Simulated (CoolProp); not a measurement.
The numbers come from the reference Helmholtz-energy equation of state, Akasaka 2024 in CoolProp.

Question: For R1132(E), give the phase and the cp (kJ/(kg K)), cv (kJ/(kg K)) at 63.35 °C and 0.474 MPa; 70.45 °C and 0.474 MPa; 105.65 °C and 0.474 MPa.

Answer: 
- 63.35 °C and 0.474 MPa: gas; cp 1.04, cv 0.889
- 70.45 °C and 0.474 MPa: gas; cp 1.05, cv 0.900
- 105.65 °C and 0.474 MPa: gas; cp 1.10, cv 0.953
